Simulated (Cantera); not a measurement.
**Reactions in the system H-O-P**

Standard-state values (1 bar) from the NASA 1993 polynomials, evaluated with Cantera. Values are per mole of reaction as written; species without (g) are pure solids or liquids, kept so even where they would boil at 1 bar.

10 H2(g) + P4O10 = 10 H2O(g) + 2 P2(g)

| T (K) | ΔH° (kJ) | ΔS° (J/K) | ΔG° (kJ) | log10 K |
|---|---|---|---|---|
| 448 | 859.3 | 736.1 | 529.5 | -61.74 |
| 473 | 855.3 | 727.4 | 511.2 | -56.46 |
| 498 | 851.1 | 718.7 | 493.2 | -51.73 |
| 523 | 846.7 | 710.2 | 475.3 | -47.47 |
| 548 | 842.2 | 701.8 | 457.7 | -43.62 |
| 573 | 837.6 | 693.5 | 440.2 | -40.13 |
| 598 | 832.8 | 685.3 | 423.0 | -36.95 |
| 623 | 827.9 | 677.3 | 405.9 | -34.04 |
| 648 | 822.9 | 669.4 | 389.1 | -31.37 |
| 673 | 817.7 | 661.5 | 372.5 | -28.91 |
